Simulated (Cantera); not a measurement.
An isothermal, constant-pressure homogeneous reactor starts with CO : O2 : H2O : N2 = 0.00063 : 0.0067 : 0.00087 : 1 (molar parts), at 1400 K and 3750 Torr.

Cantera simulation using GRI-Mech 3.0 (53 species, 325 reactions); the numbers are that mechanism's predictions, not measurements.

x: mole fraction; the columns are a selection and need not sum to one.

```json
[
 {"t (s)": "0.000300", "x CO": "0.000625", "x O2": "0.00665", "x H2O": "0.000863", "x HO2": "6.00e-10", "x OH": "2.85e-9", "x CO2": "7.47e-9", "x H2O2": "<1e-12"},
 {"t (s)": "0.000685", "x CO": "0.000625", "x O2": "0.00665", "x H2O": "0.000863", "x HO2": "[?]", "x OH": "[?]", "x CO2": "[?]", "x H2O2": "<1e-12"},
 {"t (s)": "0.00156", "x CO": "0.000623", "x O2": "0.00664", "x H2O": "0.000862", "x HO2": "1.58e-7", "x OH": "6.76e-7", "x CO2": "1.66e-6", "x H2O2": "5.75e-11"},
 {"t (s)": "0.00357", "x CO": "0.000491", "x O2": "0.00657", "x H2O": "0.000853", "x HO2": "1.20e-6", "x OH": "1.35e-5", "x CO2": "0.000134", "x H2O2": "5.84e-9"},
 {"t (s)": "0.00814", "x CO": "0.000215", "x O2": "0.00643", "x H2O": "0.000856", "x HO2": "7.24e-7", "x OH": "1.06e-5", "x CO2": "0.000410", "x H2O2": "3.36e-9"},
 {"t (s)": "0.0186", "x CO": "5.91e-5", "x O2": "0.00636", "x H2O": "0.000859", "x HO2": "2.69e-7", "x OH": "6.83e-6", "x CO2": "0.000566", "x H2O2": "1.29e-9"},
 {"t (s)": "0.0424", "x CO": "1.02e-5", "x O2": "0.00634", "x H2O": "0.000861", "x HO2": "6.15e-8", "x OH": "3.89e-6", "x CO2": "0.000615", "x H2O2": "4.05e-10"},
 {"t (s)": "0.0968", "x CO": "1.16e-6", "x O2": "0.00633", "x H2O": "0.000862", "x HO2": "1.08e-8", "x OH": "2.08e-6", "x CO2": "0.000624", "x H2O2": "1.16e-10"},
 {"t (s)": "0.221", "x CO": "8.81e-8", "x O2": "0.00633", "x H2O": "0.000863", "x HO2": "2.10e-9", "x OH": "1.13e-6", "x CO2": "0.000625", "x H2O2": "3.45e-11"},
 {"t (s)": "0.505", "x CO": "5.87e-9", "x O2": "0.00633", "x H2O": "0.000863", "x HO2": "9.70e-10", "x OH": "8.24e-7", "x CO2": "0.000625", "x H2O2": "1.82e-11"},
 {"t (s)": "1.15", "x CO": "3.47e-9", "x O2": "0.00633", "x H2O": "0.000863", "x HO2": "9.09e-10", "x OH": "7.99e-7", "x CO2": "0.000625", "x H2O2": "1.72e-11"},
 {"t (s)": "2.63", "x CO": "3.47e-9", "x O2": "0.00633", "x H2O": "0.000863", "x HO2": "9.08e-10", "x OH": "7.99e-7", "x CO2": "0.000625", "x H2O2": "1.72e-11"},
 {"t (s)": "6.00", "x CO": "3.47e-9", "x O2": "0.00633", "x H2O": "0.000863", "x HO2": "9.08e-10", "x OH": "7.99e-7", "x CO2": "0.000625", "x H2O2": "1.72e-11"}
]
```

Q: What belongs in the gaps?

A: 
- 0.000685, x HO2: 4.91e-9
- 0.000685, x OH: 2.03e-8
- 0.000685, x CO2: 4.76e-8
